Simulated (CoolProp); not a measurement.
Vapour-liquid equilibrium of acetone (1) + dimethyl carbonate (2) at 12.6 kPa; x and y are mole fractions of (1).

Values from CoolProp's multi-fluid Helmholtz-energy mixture model, Lemmon 2006 and Zhou 2011; pair parameters Bell 2016.

Give the bubble temperature and the first vapour's composition at x = 0.275, 0.425, 0.5. Is there an azeotrope?

x = 0.275: 295.5 K, y = 0.626; x = 0.425: 290.9 K, y = 0.762; x = 0.5: 289.0 K, y = 0.812. No azeotrope shows between x = 0.05 and 0.95.

The pair parameters rest on a limited set of measurements; away from them the model extrapolates.
